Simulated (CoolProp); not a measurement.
Vapour-liquid equilibrium of octamethyltrisiloxane (MDM) (1) + octamethylcyclotetrasiloxane (D4) (2) at 0.00652 MPa; x and y are mole fractions of (1).

Computed with CoolProp (multi-fluid Helmholtz-energy mixture model, Thol 2017 and Thol 2015; pair parameters Bell 2016).

```tsv
x	bubble temperature (°C)	y at the bubble point	dew temperature at overall composition x (°C)	liquid density (mol/L)
0.05	91.3	0.119	92.3	2.955
0.125	89.0	0.265	91.2	2.979
0.2	…	0.384	90.0	3.002
0.275	85.1	0.483	88.8	3.025
0.35	83.5	0.568	87.5	3.048
0.425	81.9	0.643	86.2	3.070
0.5	…	0.708	84.8	3.093
0.575	79.1	0.767	83.3	…
0.65	77.8	0.819	81.8	3.137
0.725	76.5	0.866	80.1	3.160
0.8	75.3	0.909	78.3	3.182
0.875	74.2	0.946	76.3	3.204
0.95	…	…	74.1	3.226
```

What belongs in the gaps?


- 0.2, bubble temperature (°C): 87.0
- 0.5, bubble temperature (°C): 80.5
- 0.575, liquid density (mol/L): 3.115
- 0.95, bubble temperature (°C): 73.1
- 0.95, y at the bubble point: 0.980

No azeotrope shows between x = 0.05 and 0.95.

The pair parameters rest on a limited set of measurements; away from them the model extrapolates.
